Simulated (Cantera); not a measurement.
## Abatement and gas-phase synthesis: CO₂ + O₂

A closed system holds: 1 mol CO₂, 0.019 mol O₂, held at 750 °C and 0.555 Torr.

Cantera equilibrium calculation (NASA polynomials, part measured and part estimated; ideal gas, pure solids and liquids). Candidate condensed phases: C; 12 gas species. The numbers say what is thermodynamically allowed, not how fast it happens.

```yaml
x(CO₂): 0.981
x(O₂): 0.0186
gas_amount: 1.019 mol
log10 activity of C(graphite) (absent): -18.49
```
